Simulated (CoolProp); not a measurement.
Vapour-liquid equilibrium of n-hexane (1) + dimethyl carbonate (2) at 0.0568 MPa; x and y are mole fractions of (1).

Computed with CoolProp (multi-fluid Helmholtz-energy mixture model, Thol 2019 and Zhou 2011; pair parameters Bell 2016).

Question: Give the bubble temperature and the first vapour's composition at x = 0.65, 0.8, 0.95. Is there an azeotrope?

Answer: x = 0.65: 322.2 K, y = 0.718; x = 0.8: 322.1 K, y = 0.778; x = 0.95: 323.4 K, y = 0.915. y crosses x between x = 0.65 and 0.8: the model has an azeotrope there.

Pair parameters are fitted to limited data, so mixtures are less certain than the pure fluids.
